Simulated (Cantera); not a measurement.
Input: 1 mol SiF4, 4.2 mol O3, 51 mol N2, held at 1273.15 K and 0.263 Torr.

Equilibrium computed with Cantera from the NASA thermochemical tables; the gas is ideal and each condensed phase is pure. Candidate condensed phases: Si, SiO2, Si2N2O, Si3N4; 28 gas species. Rates play no part.

Base state: N2 0.875, O2 0.108, SiF4 0.0172, NO 0.000250 (mole fractions); condensed: gas only.

Task: What changes in the equilibrium state with this change: temperature from 1273.15 K to 2073.15 K?

Result: 
```json
[
 {"species": "N2", "before": "0.875", "after": "0.858"},
 {"species": "O2", "before": "0.108", "after": "0.0931"},
 {"species": "O", "before": "1.89e-6", "after": "0.0188"},
 {"species": "SiF4", "before": "0.0172", "after": "0.0147"},
 {"species": "SiO", "before": "<1e-9", "after": "0.00137"},
 {"species": "SiF3", "before": "6.70e-9", "after": "0.000730"}
]
```
The tables' values for SiF3, SiO2 are old estimates; treat these amounts as uncertain.

Task: What changes in the equilibrium state with this change: 1.7 mol H2O added?

Result: 
```csv
species,before,after
N2,0.875,0.838
O2,0.108,0.103
HF,0,0.0548
SiF4,0.0172,0.00275
H2O,0,0.000564
NO,0.000250,0.000240
"SiO2(β-quartz), mol",0,0.833
```
The tables hold silica as quartz up to 1696 K and as liquid above; real silica turns to tridymite and cristobalite and melts near 1996 K. Further candidate phases: H2O.

Task: What changes in the equilibrium state with this change: O3 from 4.2 to 2.3 mol?

Result: 
| species | before | after |
|---|---|---|
| N2 | 0.875 | 0.920 |
| O2 | 0.108 | 0.0621 |
| SiF4 | 0.0172 | 0.0180 |
| NO | 0.000250 | 0.000195 |
